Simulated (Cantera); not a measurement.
Feed: 1 mol B2O3, 7.4 mol NF3, 44 mol H2, held at 1575 °C and 0.100 bar.

These are equilibrium values from Cantera (NASA tables, ideal gas, pure condensed phases), not measurements of a reactor. Candidate condensed phases: B, BN, B2O3, B3O3H3, H2O; 62 gas species. The tables' values for BF2 are old estimates; treat these amounts as uncertain. The numbers say what is thermodynamically allowed, not how fast it happens.

Base state: H2 0.551, HF 0.331, N2 0.0621, BOF 0.0286, H2O 0.0204, BF3 0.00414, H 0.00125, HBO2 0.000682 (mole fractions); condensed: gas only.

### Question
What changes in the equilibrium state with this change: temperature from 1575 °C to 502 °C?

### Answer
```csv
species,before,after
H2,0.551,0.569
HF,0.331,0.280
N2,0.0621,0.0640
H2O,0.0204,0.0519
BF3,0.00414,0.0346
BOF,0.0286,<1e-9
H,0.00125,<1e-9
HBO2,0.000682,<1e-9
```
